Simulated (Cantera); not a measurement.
An adiabatic, constant-pressure homogeneous reactor starts with CH4 : C2H6 : C3H8 : O2 : N2 = 1 : 0.25 : 0.28 : 3.05 : 9.77 (molar parts), at 1450 K and 100000 Pa.

Computed with Cantera and GRI-Mech 3.0 (53 species, 325 reactions). GRI-Mech 3.0 was tuned for natural gas; its chemistry of propane as a main component is partial and can be far from experiment.

Predict: time of steepest temperature rise; temperature at 0.100 s; equilibrium temperature; x(HCN) at 0.100 s; x(N2O) at 0.100 s.


```
Item                                                                Result
---------------------------------  ---------------------------------------
time of steepest temperature rise                                 0.151 ms
temperature at 0.100 s                                              2789 K
equilibrium temperature                                             2789 K
x(HCN) at 0.100 s                  1.44e-8 (gas-phase equilibrium 1.44e-8)
x(N2O) at 0.100 s                  1.93e-7 (gas-phase equilibrium 1.93e-7)
```
